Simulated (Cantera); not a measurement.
An isothermal, constant-pressure homogeneous reactor starts with CH4 : CO2 = 1 : 0.67 (molar parts), at 1550 K and 0.130 bar. Integrator tolerance rtol = 1e-08.

Cantera simulation using GRI-Mech 3.0 (53 species, 325 reactions); the numbers are that mechanism's predictions, not measurements.

What does this change do: CH4 1 to 4.2 parts?


| quantity | before | after |
|---|---|---|
| x(CH4) at 5.00 s | 0.0317 (gas-phase equilibrium 0.00564) | 0.0408 (gas-phase equilibrium 0.0149) |
| x(CO2) at 5.00 s | 0.0391 (gas-phase equilibrium 1.24e-7) | 0.00300 (gas-phase equilibrium 8.55e-9) |
| x(H2) at 5.00 s | 0.374 (gas-phase equilibrium 0.544) | 0.603 (gas-phase equilibrium 0.668) |
| x(CO) at 5.00 s | 0.260 (gas-phase equilibrium 0.404) | 0.0910 (gas-phase equilibrium 0.140) |
| x(CH2O) at 5.00 s | 2.87e-7 (gas-phase equilibrium 1.24e-8) | 3.85e-8 (gas-phase equilibrium 5.28e-9) |
GRI-Mech 3.0 stops at C3 and has no aromatics, soot or wall deposition, so with more carbon than oxygen in the feed, carbon stays in small species such as C2H2 where larger ones or solid carbon would form.

What does this change do: pressure from 0.130 bar to 14.0 bar?


| quantity | before | after |
|---|---|---|
| x(CH4) at 5.00 s | 0.0317 (gas-phase equilibrium 0.00564) | 0.164 (gas-phase equilibrium 0.0999) |
| x(CO2) at 5.00 s | 0.0391 (gas-phase equilibrium 1.24e-7) | 0.0285 (gas-phase equilibrium 6.78e-5) |
| x(H2) at 5.00 s | 0.374 (gas-phase equilibrium 0.544) | 0.325 (gas-phase equilibrium 0.453) |
| x(CO) at 5.00 s | 0.260 (gas-phase equilibrium 0.404) | 0.387 (gas-phase equilibrium 0.442) |
| x(CH2O) at 5.00 s | 2.87e-7 (gas-phase equilibrium 1.24e-8) | 9.83e-7 (gas-phase equilibrium 1.22e-6) |
The pressure lies above the range GRI-Mech 3.0 was tuned for (to about 10 atm).

What does this change do: CO2 0.67 to 1.5 parts?


| quantity | before | after |
|---|---|---|
| x(CH4) at 5.00 s | 0.0317 (gas-phase equilibrium 0.00564) | 0.0216 (gas-phase equilibrium 1.45e-8) |
| x(CO2) at 5.00 s | 0.0391 (gas-phase equilibrium 1.24e-7) | 0.128 (gas-phase equilibrium 0.0371) |
| x(H2) at 5.00 s | 0.374 (gas-phase equilibrium 0.544) | 0.206 (gas-phase equilibrium 0.370) |
| x(CO) at 5.00 s | 0.260 (gas-phase equilibrium 0.404) | 0.352 (gas-phase equilibrium 0.518) |
| x(CH2O) at 5.00 s | 2.87e-7 (gas-phase equilibrium 1.24e-8) | 1.13e-6 (gas-phase equilibrium 1.08e-8) |
